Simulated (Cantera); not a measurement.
A perfectly stirred reactor is fed with H₂ : O₂ : N₂ = 3 : 1 : 1.7 (molar parts), at 0.710 bar; it is held at 1375 K, and followed from long to short residence time.

Detailed kinetics in Cantera: the H2/O2 subset of GRI-Mech 3.0, which has no nitrogen chemistry. The temperature is held fixed by assumption; the heat of reaction is taken as removed at once.

x: mole fraction; the columns are a selection and need not sum to one.

| τ (s) | x H₂ | x O₂ | x H₂O₂ | x OH | x HO₂ | x H₂O | x H |
|---|---|---|---|---|---|---|---|
| 0.73 | 0.212 | 8.44e-5 | 9.46e-9 | 4.01e-5 | 1.14e-7 | 0.425 | 0.00111 |
| 0.42 | 0.212 | 0.000111 | 1.33e-8 | 5.29e-5 | 1.51e-7 | 0.425 | 0.00146 |
| 0.24 | 0.212 | … | … | … | … | 0.425 | … |
| 0.14 | 0.212 | 0.000194 | 2.62e-8 | 9.17e-5 | 2.64e-7 | 0.424 | 0.00252 |
| 0.081 | 0.211 | … | … | … | … | 0.424 | … |
| 0.047 | 0.211 | 0.000338 | 5.05e-8 | 0.000159 | 4.60e-7 | 0.424 | 0.00433 |
| 0.027 | 0.210 | 0.000449 | 6.99e-8 | 0.000210 | 6.11e-7 | 0.423 | 0.00569 |
| 0.016 | 0.209 | 0.000589 | 9.44e-8 | 0.000273 | 7.99e-7 | 0.422 | 0.00736 |
| 0.0091 | 0.208 | 0.000790 | 1.30e-7 | 0.000362 | 1.07e-6 | 0.421 | 0.00970 |

Task: What belongs in the gaps?

Result: 
- 0.24, x O₂: 0.000148
- 0.24, x H₂O₂: 1.89e-8
- 0.24, x OH: 7.00e-5
- 0.24, x HO₂: 2.01e-7
- 0.24, x H: 0.00193
- 0.081, x O₂: 0.000256
- 0.081, x H₂O₂: 3.65e-8
- 0.081, x OH: 0.000121
- 0.081, x HO₂: 3.49e-7
- 0.081, x H: 0.00331
